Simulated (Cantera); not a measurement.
An isothermal, constant-pressure homogeneous reactor starts with C₂H₆ : H₂ = 1 : 2 (molar parts), at 1900 K and 0.0133 bar. Integrator tolerance rtol = 1e-08.

Model: GRI-Mech 3.0 (53 species, 325 reactions), integrated in Cantera. GRI-Mech 3.0 stops at C3 and has no aromatics, soot or wall deposition, so with more carbon than oxygen in the feed, carbon stays in small species such as C2H2 where larger ones or solid carbon would form. Radical loss at walls, strong at low pressure, is not modelled.

Problem. What does this change do: temperature 1900 to 1423 K?

Solution. 
| quantity | before | after |
|---|---|---|
| x(C₂H₆) at 2.00 s | 5.86e-10 (gas-phase equilibrium 2.12e-10) | 1.67e-5 (gas-phase equilibrium 2.24e-7) |
| x(H₂) at 2.00 s | 0.794 (gas-phase equilibrium 0.794) | 0.677 (gas-phase equilibrium 0.794) |
| x(C₂H₂) at 2.00 s | 0.199 (gas-phase equilibrium 0.199) | 0.144 (gas-phase equilibrium 0.196) |
| x(C₂H₄) at 2.00 s | 2.55e-5 (gas-phase equilibrium 2.55e-5) | 0.00382 (gas-phase equilibrium 0.00132) |
| x(CH₄) at 2.00 s | 0.000219 (gas-phase equilibrium 0.000120) | 0.175 (gas-phase equilibrium 0.00849) |

Problem. What does this change do: temperature 1900 to 1825 K?

Solution. 
```tsv
quantity	before	after
x(C₂H₆) at 2.00 s	5.86e-10 (gas-phase equilibrium 2.12e-10)	5.79e-9 (gas-phase equilibrium 5.01e-10)
x(H₂) at 2.00 s	0.794 (gas-phase equilibrium 0.794)	0.796 (gas-phase equilibrium 0.797)
x(C₂H₂) at 2.00 s	0.199 (gas-phase equilibrium 0.199)	0.199 (gas-phase equilibrium 0.200)
x(C₂H₄) at 2.00 s	2.55e-5 (gas-phase equilibrium 2.55e-5)	4.17e-5 (gas-phase equilibrium 4.15e-5)
x(CH₄) at 2.00 s	0.000219 (gas-phase equilibrium 0.000120)	0.000812 (gas-phase equilibrium 0.000203)
```
